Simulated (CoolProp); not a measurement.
Saturation properties of ethanol (Tc = 514.7 K, pc = 6.268 MPa, ω = 0.644).

The numbers come from the reference Helmholtz-energy equation of state, Schroeder 2014 in CoolProp.

```json
[
 {"T (K)": "377", "p (MPa)": "0.2554", "enthalpy of vaporisation (kJ/kg)": "803.2", "surface tension (mN/m)": "14.2", "liquid viscosity (µPa s)": "308"},
 {"T (K)": "383.4", "p (MPa)": "0.3151", "enthalpy of vaporisation (kJ/kg)": "789.9", "surface tension (mN/m)": "13.6", "liquid viscosity (µPa s)": "283"},
 {"T (K)": "389.8", "p (MPa)": "0.3856", "enthalpy of vaporisation (kJ/kg)": "775.8", "surface tension (mN/m)": "12.9", "liquid viscosity (µPa s)": "260"},
 {"T (K)": "396.3", "p (MPa)": "0.4697", "enthalpy of vaporisation (kJ/kg)": "760.7", "surface tension (mN/m)": "12.3", "liquid viscosity (µPa s)": "239"},
 {"T (K)": "402.7", "p (MPa)": "0.5661", "enthalpy of vaporisation (kJ/kg)": "744.9", "surface tension (mN/m)": "11.6", "liquid viscosity (µPa s)": "220"},
 {"T (K)": "409.1", "p (MPa)": "0.6776", "enthalpy of vaporisation (kJ/kg)": "728.3", "surface tension (mN/m)": "11.0", "liquid viscosity (µPa s)": "203"},
 {"T (K)": "415.5", "p (MPa)": "0.8056", "enthalpy of vaporisation (kJ/kg)": "710.8", "surface tension (mN/m)": "10.4", "liquid viscosity (µPa s)": "187"},
 {"T (K)": "422", "p (MPa)": "0.9542", "enthalpy of vaporisation (kJ/kg)": "692.1", "surface tension (mN/m)": "9.71", "liquid viscosity (µPa s)": "173"},
 {"T (K)": "428.4", "p (MPa)": "1.120", "enthalpy of vaporisation (kJ/kg)": "672.7", "surface tension (mN/m)": "9.07", "liquid viscosity (µPa s)": "159"},
 {"T (K)": "434.8", "p (MPa)": "1.308", "enthalpy of vaporisation (kJ/kg)": "652.4", "surface tension (mN/m)": "8.42", "liquid viscosity (µPa s)": "147"},
 {"T (K)": "441.2", "p (MPa)": "1.519", "enthalpy of vaporisation (kJ/kg)": "631.0", "surface tension (mN/m)": "7.77", "liquid viscosity (µPa s)": "136"},
 {"T (K)": "447.7", "p (MPa)": "1.759", "enthalpy of vaporisation (kJ/kg)": "608.2", "surface tension (mN/m)": "7.11", "liquid viscosity (µPa s)": "125"}
]
```

It boils at 351.6 K under 1 atm.

Viscosity comes from a separate model (Kiselev 2005). Surface tension comes from a separate correlation (Mulero 2012).
